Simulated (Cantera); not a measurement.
## Silicon epitaxy and polysilicon growth: SiH2Cl2 + N2

Charge: 1 mol SiH2Cl2, a varied amount of N2, held at 800 °C and 1130 Torr.

Cantera equilibrium calculation (NASA polynomials, part measured and part estimated; ideal gas, pure solids and liquids). Candidate condensed phases: NH4Cl, Si, Si3N4; 28 gas species. N2 is the only nitrogen source here; it is nearly inert below about 1500 K, so the nitride shown seldom forms there in practice. The tables' values for SiCl3 are old estimates; treat these amounts as uncertain. Equilibrium is a limit: real reactors are often held back by kinetics, nucleation or transport.

```json
[
 {"n(N2) (mol)": "8.5", "x N2": "0.818", "x HCl": "0.113", "x H2": "0.0460", "x SiCl4": "0.0229", "x SiHCl3": "0.000115", "x SiCl3": "1.82e-5", "n Si3N4(s)": "0.258"},
 {"n(N2) (mol)": "12", "x N2": "0.865", "x HCl": "0.0867", "x H2": "0.0320", "x SiCl4": "0.0160", "x SiHCl3": "7.22e-5", "x SiCl3": "1.37e-5", "n Si3N4(s)": "0.262"},
 {"n(N2) (mol)": "16", "x N2": "0.896", "x HCl": "0.0690", "x H2": "0.0234", "x SiCl4": "0.0117", "x SiHCl3": "4.85e-5", "x SiCl3": "1.08e-5", "n Si3N4(s)": "0.266"},
 {"n(N2) (mol)": "21", "x N2": "0.919", "x HCl": "0.0552", "x H2": "0.0173", "x SiCl4": "0.00862", "x SiHCl3": "3.31e-5", "x SiCl3": "8.57e-6", "n Si3N4(s)": "0.269"},
 {"n(N2) (mol)": "29", "x N2": "0.940", "x HCl": "0.0421", "x H2": "0.0120", "x SiCl4": "0.00598", "x SiHCl3": "2.09e-5", "x SiCl3": "6.48e-6", "n Si3N4(s)": "0.273"},
 {"n(N2) (mol)": "39", "x N2": "0.955", "x HCl": "0.0326", "x H2": "0.00851", "x SiCl4": "0.00424", "x SiHCl3": "1.36e-5", "x SiCl3": "5.00e-6", "n Si3N4(s)": "0.276"},
 {"n(N2) (mol)": "53", "x N2": "0.966", "x HCl": "0.0250", "x H2": "0.00594", "x SiCl4": "0.00296", "x SiHCl3": "8.63e-6", "x SiCl3": "3.81e-6", "n Si3N4(s)": "0.280"},
 {"n(N2) (mol)": "73", "x N2": "0.975", "x HCl": "0.0188", "x H2": "0.00406", "x SiCl4": "0.00202", "x SiHCl3": "5.36e-6", "x SiCl3": "2.86e-6", "n Si3N4(s)": "0.283"}
]
```
x: gas mole fraction; n: condensed amount in mol.

From 8.5 mol N2 to 73 mol N2 the condensed part is Si3N4(s). The main Si-bearing gas is SiCl4 throughout. The share of Si in condensed phases is highest at 73 mol N2 (84.9 %) and lowest at 8.5 mol N2 (77.5 %).
